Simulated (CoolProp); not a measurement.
Vapour-liquid equilibrium of R113 (1) + acetone (2) at 0.563 MPa; x and y are mole fractions of (1).

Computed with CoolProp (multi-fluid Helmholtz-energy mixture model, Marx 1992 and Lemmon 2006; pair parameters Bell 2016).

```tsv
x	bubble temperature, mixture model (°C)	bubble temperature, Raoult's law (°C)	y, mixture model	y, Raoult's law
0.05	114.6	116.6	…	0.056
0.2	109.9	115.8	0.290	0.221
0.35	107.2	114.9	0.426	0.380
0.5	…	114.0	…	0.532
0.65	105.7	113.2	…	0.679
0.8	106.7	112.3	0.756	0.820
0.95	…	111.5	…	0.956
```

Some entries are withheld; supply them.


- 0.05, y, mixture model: 0.090
- 0.5, bubble temperature, mixture model (°C): 106.0
- 0.5, y, mixture model: 0.535
- 0.65, y, mixture model: 0.638
- 0.95, bubble temperature, mixture model (°C): 109.5
- 0.95, y, mixture model: 0.923

The largest gap from Raoult's law is -8.0 K in bubble temperature, at x = 0.5. y crosses x between x = 0.5 and 0.65: the model has an azeotrope there.

The pair parameters rest on a limited set of measurements; away from them the model extrapolates.
